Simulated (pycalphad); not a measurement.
Computed with pycalphad from the COST 507 light-alloy database (1999), at 1 atm. The database dates from 1999; later assessments differ in places, in temperatures and in the compounds included. Phase fractions are per mole of atoms. Diffusion is slow at the low end, where real alloys seldom reach equilibrium.

Give the equilibrium state of Si-12.37C (at.%) at 2375 K.

liquid, fraction 0.762, with 0.61 C at.%; CSI, fraction 0.238, with 50.0 C at.%.

Give the equilibrium state of Si-12.37C (at.%) at 800 K.

diamond (Si), fraction 0.753, with <0.01 C at.%; CSI, fraction 0.247, with 50.0 C at.%.

Database names, with the compositions (at.%) that they take in these runs: CSI: Si 50 C 50.
